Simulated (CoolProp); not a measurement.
Vapour-liquid equilibrium of n-heptane (1) + toluene (2) at 361.6 K; x and y are mole fractions of (1).

Computed with CoolProp (multi-fluid Helmholtz-energy mixture model, Span 2003 and Lemmon 2006; pair parameters Bell 2016).

```json
[
 {"x": "0.05", "bubble pressure, mixture model (MPa)": "0.05427", "bubble pressure, Raoult's law (MPa)": "0.05279", "y, mixture model": "0.094", "y, Raoult's law": "0.071"},
 {"x": "0.125", "bubble pressure, mixture model (MPa)": "0.05767", "bubble pressure, Raoult's law (MPa)": "0.05454", "y, mixture model": "0.209", "y, Raoult's law": "0.172"},
 {"x": "0.2", "bubble pressure, mixture model (MPa)": "0.06052", "bubble pressure, Raoult's law (MPa)": "0.05629", "y, mixture model": "0.303", "y, Raoult's law": "0.266"},
 {"x": "0.275", "bubble pressure, mixture model (MPa)": "0.06293", "bubble pressure, Raoult's law (MPa)": "0.05804", "y, mixture model": "0.383", "y, Raoult's law": "0.355"},
 {"x": "0.35", "bubble pressure, mixture model (MPa)": "0.06501", "bubble pressure, Raoult's law (MPa)": "0.05979", "y, mixture model": "0.454", "y, Raoult's law": "0.439"},
 {"x": "0.425", "bubble pressure, mixture model (MPa)": "0.06682", "bubble pressure, Raoult's law (MPa)": "0.06154", "y, mixture model": "0.520", "y, Raoult's law": "0.518"},
 {"x": "0.5", "bubble pressure, mixture model (MPa)": "0.06841", "bubble pressure, Raoult's law (MPa)": "0.06329", "y, mixture model": "0.583", "y, Raoult's law": "0.592"},
 {"x": "0.575", "bubble pressure, mixture model (MPa)": "0.06980", "bubble pressure, Raoult's law (MPa)": "0.06504", "y, mixture model": "0.644", "y, Raoult's law": "0.663"},
 {"x": "0.65", "bubble pressure, mixture model (MPa)": "0.07104", "bubble pressure, Raoult's law (MPa)": "0.06679", "y, mixture model": "0.704", "y, Raoult's law": "0.729"},
 {"x": "0.725", "bubble pressure, mixture model (MPa)": "0.07212", "bubble pressure, Raoult's law (MPa)": "0.06854", "y, mixture model": "0.764", "y, Raoult's law": "0.793"},
 {"x": "0.8", "bubble pressure, mixture model (MPa)": "0.07306", "bubble pressure, Raoult's law (MPa)": "0.07029", "y, mixture model": "0.826", "y, Raoult's law": "0.853"},
 {"x": "0.875", "bubble pressure, mixture model (MPa)": "0.07387", "bubble pressure, Raoult's law (MPa)": "0.07204", "y, mixture model": "0.890", "y, Raoult's law": "0.910"},
 {"x": "0.95", "bubble pressure, mixture model (MPa)": "0.07456", "bubble pressure, Raoult's law (MPa)": "0.07379", "y, mixture model": "0.955", "y, Raoult's law": "0.965"}
]
```

The largest gap from Raoult's law is +8.7 % in bubble pressure, at x = 0.35. No azeotrope shows between x = 0.05 and 0.95.

The pair parameters rest on a limited set of measurements; away from them the model extrapolates.
